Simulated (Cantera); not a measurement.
Thermodynamics of chemical vapour transport, feed Al2O3 + H2O + H2

Feed: 1 mol Al2O3, 1.9 mol H2O, 3 mol H2, at 452 °C and 0.190 bar.

Cantera equilibrium calculation (NASA polynomials, part measured and part estimated; ideal gas, pure solids and liquids). Candidate condensed phases: Al, Al2O3, H2O; 19 gas species. Rates play no part.

```yaml
x(H2): 0.612
x(H2O): 0.388
n(Al2O3(s)): 1.00 mol
gas_amount: 4.900 mol
log10 activity of Al(s) (absent): -29.45
```
